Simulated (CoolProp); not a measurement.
Saturated liquid density (kg/m³) of normal hydrogen: the reference equation beside estimates from Tc = 33.1 K, pc = 12.96 bar, ω = -0.219. Rackett uses Z = 0.29056 − 0.08775 ω.

Values from CoolProp's reference Helmholtz-energy equation of state, Leachman 2009.

| T (K) | reference | Rackett | Redlich-Kwong | Soave-Redlich-Kwong |
|---|---|---|---|---|
| 22.6 | 68.12 | 71.25 | 79.96 | 73.82 |
| 23.3 | 67.18 | 70.09 | 78.22 | 72.18 |
| 24.1 | 66.05 | 68.72 | 76.13 | 70.23 |
| 24.9 | 64.86 | 67.28 | 73.93 | 68.19 |
| 25.6 | 63.74 | 65.97 | 71.89 | 66.32 |
| 26.4 | 62.39 | 64.39 | 69.43 | 64.09 |
| 27.1 | 61.12 | 62.93 | 67.14 | 62.03 |
| 27.9 | 59.55 | 61.16 | 64.34 | 59.53 |
| 28.6 | 58.04 | 59.48 | 61.71 | 57.20 |
| 29.4 | 56.14 | 57.39 | 58.44 | 54.33 |
| 30.1 | 54.25 | 55.36 | 55.29 | 51.58 |
| 30.9 | 51.73 | 52.69 | 51.24 | 48.06 |
| 31.7 | 48.56 | 49.41 | 46.44 | 43.93 |
| 32.4 | 44.66 | 45.49 | 41.09 | 39.33 |

Absolute difference from the reference over all 14 rows, mean and median: Rackett 2.9 and 2.8 %, Redlich-Kwong 9.3 and 8.9 %, Soave-Redlich-Kwong 5.3 and 5.0 %.
